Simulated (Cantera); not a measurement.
A closed system holds: 1 mol Si, 2.8 mol Cl2, 0.22 mol H2, equilibrated at 900 K and 1 atm.

These are equilibrium values from Cantera (NASA tables, ideal gas, pure condensed phases), not measurements of a reactor. Equilibrium is a limit: real reactors are often held back by kinetics, nucleation or transport.

```
species   before     after
-------  -------  --------
SiCl4      0.495     0.479
Cl2        0.287     0.247
HCl        0.218     0.211
Cl       3.94e-5    0.0628
SiCl3      <1e-9  0.000152
```
Gas species are given as mole fractions.

Which change was made?
(A) Cl2 from 2.8 to 1.2 mol
(B) H2 from 0.22 to 0.45 mol
(C) temperature from 900 K to 1625 K
(D) Cl2 from 2.8 to 0.54 mol

C, temperature from 900 K to 1625 K. The tables' values for SiCl3 are old estimates; treat these amounts as uncertain
